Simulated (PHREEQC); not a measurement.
Make-up at 25 °C: 0.034 mol NaHCO3 per kg of water. Closed to the air; pH follows from the charge balance.

Computed with PHREEQC (ion-association model, wateq4f.dat).

Each row changes one thing in this solution. No solid was allowed to form.

```csv
case,pH,ionic strength (mol/kgw)
as made,8.14,0.0338
NaHCO3 from 0.034 to 0.017 mol/kgw,?,0.0170
temperature from 25 to 70 °C,?,0.0333
temperature from 25 to 10 °C,?,0.0338
temperature from 25 to 15 °C,8.24,0.0338
diluted 10-fold with water,?,0.00343
NaHCO3 replaced by Na3PO4 at the same molality,?,0.177
diluted 5-fold with water,8.24,0.00684
```

Q: Some entries are withheld; supply them.

A: 
- NaHCO3 from 0.034 to 0.017 mol/kgw, pH: 8.19
- temperature from 25 to 70 °C, pH: 7.81
- temperature from 25 to 10 °C, pH: 8.30
- diluted 10-fold with water, pH: 8.26
- NaHCO3 replaced by Na3PO4 at the same molality, pH: 11.96

Constants without temperature data keep their 25 °C values here.
